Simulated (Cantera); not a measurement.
Charge: 1 mol Si2Cl6, a varied amount of HCl, 18 mol H2, held at 1300 °C and 0.0180 bar.

Method: chemical equilibrium by Gibbs-energy minimisation in Cantera with the NASA 1993 tables (ideal gas, pure condensed phases). Candidate condensed phases: Si; 19 gas species. The feed counts by its element totals alone. The tables' values for SiCl3, SiCl are old estimates; treat these amounts as uncertain. Equilibrium is a limit: real reactors are often held back by kinetics, nucleation or transport.

x: gas mole fraction; n: condensed amount in mol.

```tsv
n(HCl) (mol)	x H2	x HCl	x SiCl2	x SiCl3	x SiCl4	x SiHCl3	x H	n Si(s)
0.32	0.786	0.134	0.0771	0.00248	0.000210	0.000164	0.000269	0.297
0.5	0.782	0.135	0.0792	0.00258	0.000222	0.000170	0.000268	0.236
0.76	0.777	0.137	0.0821	0.00273	0.000238	0.000179	0.000268	0.147
1.2	0.769	0.141	0.0868	0.00297	0.000268	0.000194	0.000266	0
1.8	0.749	0.163	0.0839	0.00337	0.000355	…	0.000263	0
2.7	0.721	0.194	0.0799	0.00389	0.000498	…	0.000258	0
4.2	0.680	0.240	0.0739	0.00460	0.000753	…	0.000250	0
```

Task: Fill in the missing entries.

Result: 
- 1.8, x SiHCl3: 0.000217
- 2.7, x SiHCl3: 0.000246
- 4.2, x SiHCl3: 0.000283
